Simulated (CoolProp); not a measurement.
Vapour-liquid equilibrium of propylene (1) + propane (2) at -46.55 °C; x and y are mole fractions of (1).

Computed with CoolProp (multi-fluid Helmholtz-energy mixture model, Lemmon 2013 and Lemmon 2009; pair parameters Bell 2016).

**Question.** Give the bubble pressure and the first vapour's composition at x = 0.35, 0.65, 0.75. Is there an azeotrope?

**Answer.** x = 0.35: 0.09384 MPa, y = 0.415; x = 0.65: 0.1007 MPa, y = 0.695; x = 0.75: 0.1026 MPa, y = 0.782. No azeotrope shows between x = 0.05 and 0.95.

Pair parameters are fitted to limited data, so mixtures are less certain than the pure fluids.
